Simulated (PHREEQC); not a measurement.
AlCl3 is added in steps, without added water, to 1 kg of water holding 0.034 mol/kgw Cu(NO3)2, 0.15 mol/kgw HNO3 and 0.0059 mol/kgw NaCl, at 37 °C. O2 is buffered at 0.21 atm. CO2 from the air is kept out. The run lets Boehmite, Cu(OH)2, Atacamite, Cu2(OH)3NO3, Halite precipitate or redissolve, and no other solid.

Base run: PHREEQC, ion-association model, wateq4f.dat. Each further column changes one thing. The table gives CuCl+ (mol/kgw).

```csv
AlCl3 added (mol),base,all activity coefficients set to 1,Davies equation for every ion,database phreeqc.dat
0,0.000265,0.000801,0.000259,0.000266
0.055,0.00518,0.0138,0.00618,0.00523
0.11,0.00806,0.0182,0.0115,0.00814
0.165,0.0101,0.0196,0.0162,0.0102
0.22,0.0117,0.0198,0.0195,0.0119
0.275,0.0131,0.0194,0.0213,0.0132
0.33,0.0142,0.0188,0.0216,0.0144
0.385,0.0151,0.0182,0.0208,0.0153
0.44,0.0160,0.0174,0.0194,0.0162
```

The ionic strength passes 0.7 mol/kgw, the rough limit of the ion-association models, in part of: base; all activity coefficients set to 1; Davies equation for every ion; database phreeqc.dat. Constants without temperature data keep their 25 °C values here. phreeqc.dat and wateq4f.dat share most of their constants, so their agreement is no independent check. Solids allowed in the column 'database phreeqc.dat': Al(OH)3(a), Halite.
